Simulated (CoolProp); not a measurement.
Vapour-liquid equilibrium of dimethyl ether (1) + 1-butene (2) at 340.1 K; x and y are mole fractions of (1).

Values from CoolProp's multi-fluid Helmholtz-energy mixture model, Wu 2011 and Lemmon 2005; pair parameters Bell 2016.

Problem. Give the bubble pressure and the first vapour's composition at x = 0.25, 0.35, 0.45. Is there an azeotrope?

Solution. x = 0.25: 1.140 MPa, y = 0.371; x = 0.35: 1.229 MPa, y = 0.479; x = 0.45: 1.312 MPa, y = 0.574. No azeotrope shows between x = 0.05 and 0.95.

Pair parameters are fitted to limited data, so mixtures are less certain than the pure fluids.
